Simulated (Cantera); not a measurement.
Input (Python, Cantera) and output of one run.

```python
import numpy as np
import cantera as ct

gas_names = """
    C CH CH2 CH3 CH2OH CH3O CH4 CH3OH CN CO CO2 COOH C2 C2H CHCO,ketyl C2H2,acetylene C2H2,vinylidene
    CH2CO,ketene C2H3,vinyl CH3CN CH3CO,acetyl C2H4 C2H4O,ethylen CH3CHO,ethanal CH3COOH (HCOOH)2 C2H5
    C2H6 CH3OCH3 C2H5OH CCN CNC C2N2 C2O C3 C3H3,propargyl C3H4,allene C3H4,propyne C3H4,cyclo-
    C3H5,allyl C3H6,propylene C3H6,cyclo- C3H6O C3H7,n-propyl C3H7,i-propyl C3H8 C3H8O,1propanol
    C3H8O,2propanol C3O2 C4 C4H2 C4H4,1,3-cyclo- C4H6,butadiene C4H6,2-butyne C4H6,cyclo- C4H8,1-butene
    C4H8,cis2-buten C4H8,tr2-butene C4H8,isobutene C4H8,cyclo- (CH3COOH)2 C4H9,n-butyl C4H9,i-butyl
    C4H9,s-butyl C4H9,t-butyl C4H10,isobutane C4H10,n-butane C4N2 C5 C5H6,1,3cyclo- C5H8,cyclo-
    C5H10,1-pentene C5H10,cyclo- C5H11,pentyl C5H11,t-pentyl C5H12,n-pentane C5H12,i-pentane
    CH3C(CH3)2CH3 C6H2 C6H5,phenyl C6H5O,phenoxy C6H6 C6H5OH,phenol C6H10,cyclo- C6H12,1-hexene
    C6H12,cyclo- C6H13,n-hexyl C7H7,benzyl C7H8 C7H8O,cresol C7H14,1-heptene C7H15,n-heptyl
    C7H16,n-heptane C8H8,styrene C8H10,ethylbenz C8H16,1-octene C8H17,n-octyl C8H18,isooctane
    C8H18,n-octane C9H19,n-nonyl C10H8,naphthale C10H21,n-decyl C12H9,o-bipheny C12H10,bipheny H HCN HCO
    HCCN HNC HNCO HNO HNO2 HNO3 HO2 H2 HCHO,formaldehy HCOOH H2O H2O2 N NCO NH NH2 NH3 NH2OH NO NO2 NO3
    N2 N2H2 N2H4 N2O O OH O2 O3
""".split()
cond_names = """
    C(gr) C6H6(L) C7H8(L) C8H18(L),n-octa H2O(s) H2O(L)
""".split()


def load(file, names, dense=False):
    # The tables refer to 1 bar. Condensed volumes are neglected.
    table = {s.name: s for s in ct.Species.list_from_file(file)}
    out = []
    for n in names:
        d = dict(table[n].input_data)
        d["thermo"] = dict(d["thermo"], **{"reference-pressure": 1e5})
        if dense:
            d["equation-of-state"] = {"model": "constant-volume", "density": "1e6 g/cm^3"}
        out.append(ct.Species.from_dict(d))
    return out


gas = ct.Solution(thermo="ideal-gas", species=load("nasa_gas.yaml", gas_names))
cond = {s.name: ct.Solution(thermo="fixed-stoichiometry", species=[s], name=s.name)
        for s in load("nasa_condensed.yaml", cond_names, dense=True)}
atoms = {
    'C6H6': {'C': 6, 'H': 6},
    'CO2': {'C': 1, 'O': 2},
    'N2': {'N': 2},
    'H2O': {'H': 2, 'O': 1},
}
top_T = {'C(gr)': 4500}  # K; cautious upper limits of use, not melting points


def equilibrate(T, P, feed):
    n = {}
    for name, mol in feed.items():
        for a, k in atoms[name].items():
            n[a] = n.get(a, 0.0) + k * mol
    gas.TPX = T, P, n
    mass = sum(n.values()) * gas.mean_molecular_weight
    gas.equilibrate("TP")
    valid = [c for c in cond.values() if c.min_temp <= T <= top_T.get(c.name, c.max_temp)]
    mix = ct.Mixture([(gas, mass / gas.mean_molecular_weight)] + [(c, 0.0) for c in valid])
    mix.T, mix.P = T, P
    mix.equilibrate("TP", solver="vcs", rtol=1e-11, max_steps=5000)
    return mix


results = []
feed = {'C6H6': 1, 'CO2': 3.4, 'N2': 3.4, 'H2O': 0.29}  # mol
P = 1333.22  # Pa
for T in [650, 750, 850, 950, 1050, 1150, 1250, 1350, 1450, 1550, 1650, 1750]:
    mix = equilibrate(T, P, feed)
    results.append((T, P, feed, dict(zip(mix.species_names, mix.species_moles))))

top = {s: max(r[3][s] / sum(r[3][g] for g in gas_names) for r in results) for s in gas_names}
cols = sorted((s for s in top if top[s] > 0.001), key=lambda s: -top[s])[:9]
seen = [c for c in cond_names if any(r[3].get(c, 0) > 1e-12 for r in results)]
print("log10 of partial pressures in bar; condensed amounts in mol")
print(f"{'T/K':>10s}" + "".join(f"{s[:9]:>10s}" for s in cols + seen))
for T, P, feed, n in results:
    ng = sum(n[g] for g in gas_names)
    print(f"{T:10.4g}" + "".join(f"{np.log10(max(n[s] / ng * P / 1e5, 1e-99)):10.3f}" for s in cols)
          + "".join(f"{n.get(c, 0):10.4g}" for c in seen))
```

Output:

```
log10 of partial pressures in bar; condensed amounts in mol
       T/K        CO        N2       CO2        H2       H2O       CH4       HCN     C(gr)
       650    -3.508    -2.324    -2.416    -2.621    -2.722    -3.827   -11.520     6.317
       750    -2.643    -2.379    -2.541    -2.483    -3.167    -4.461   -10.042     5.178
       850    -2.241    -2.456    -3.148    -2.489    -3.882    -5.185    -8.987     3.122
       950    -2.171    -2.480    -4.119    -2.497    -4.698    -5.770    -8.140     2.407
      1050    -2.165    -2.482    -5.000    -2.497    -5.403    -6.237    -7.444     2.324
      1150    -2.164    -2.483    -5.732    -2.497    -5.990    -6.625    -6.869     2.313
      1250    -2.164    -2.483    -6.344    -2.497    -6.483    -6.953    -6.387      2.31
      1350    -2.164    -2.483    -6.863    -2.497    -6.903    -7.234    -5.977     2.309
      1450    -2.164    -2.483    -7.307    -2.497    -7.264    -7.476    -5.625     2.308
      1550    -2.164    -2.483    -7.691    -2.498    -7.578    -7.687    -5.318     2.305
      1650    -2.164    -2.484    -8.026    -2.498    -7.854    -7.873    -5.050       2.3
      1750    -2.164    -2.484    -8.321    -2.499    -8.097    -8.038    -4.813     2.293
```

Cantera equilibrium calculation (NASA polynomials, part measured and part estimated; ideal gas, pure solids and liquids).
